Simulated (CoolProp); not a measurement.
Computed with CoolProp (reference Helmholtz-energy equation of state, Lemmon 2006). It is a short technical equation, of lower accuracy than the large ones.

Question: Give the vapour pressure (kPa), liquid density (kg/m³), enthalpy of vaporisation (kJ/kg), vapour Z of saturated C2F6 (R116) at 231 K.

Answer: 
```json
[
 {"T (K)": "231", "p (kPa)": "500", "liquid density (kg/m³)": "1430", "enthalpy of vaporisation (kJ/kg)": "98.9", "vapour Z": "0.861"}
]
```
